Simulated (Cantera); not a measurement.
Charge: 1 mol Si3N4, 0.036 mol H2O, 8.3 mol H2, at 1923.15 K and 4100 Pa.

Cantera equilibrium calculation (NASA polynomials, part measured and part estimated; ideal gas, pure solids and liquids). Candidate condensed phases: H2O, Si, SiO2, Si2N2O, Si3N4; 35 gas species. The tables' values for SiN are old estimates; treat these amounts as uncertain. Gases not in the tables: Si2H6 and higher silanes. Rates play no part.

Base state: H2 0.799, N2 0.192, H 0.00416, SiO 0.00346, Si 0.000415, SiH 6.14e-5, SiH2 5.39e-5, Si2N 1.64e-5 (mole fractions); condensed: Si(l).

Question: What changes in the equilibrium state with this change: pressure from 4100 Pa to 55.0 Pa?

Answer: 
| species | before | after |
|---|---|---|
| H2 | 0.799 | 0.747 |
| N2 | 0.192 | 0.183 |
| H | 0.00416 | 0.0347 |
| Si | 0.000415 | 0.0309 |
| Si2 | 3.54e-6 | 0.000264 |
| Si3 | 7.89e-7 | 5.88e-5 |
| SiN | 1.16e-5 | 9.78e-5 |
| Si(l), mol | 2.96 | 2.61 |

Question: What changes in the equilibrium state with this change: H2O from 0.036 to 0.57 mol?

Answer: 
```csv
species,before,after
H2,0.799,0.771
N2,0.192,0.174
SiO,0.00346,0.0497
SiN,1.16e-5,1.10e-5
Si2N,1.64e-5,1.56e-5
SiH2,5.39e-5,5.20e-5
"Si(l), mol",2.96,2.42
```
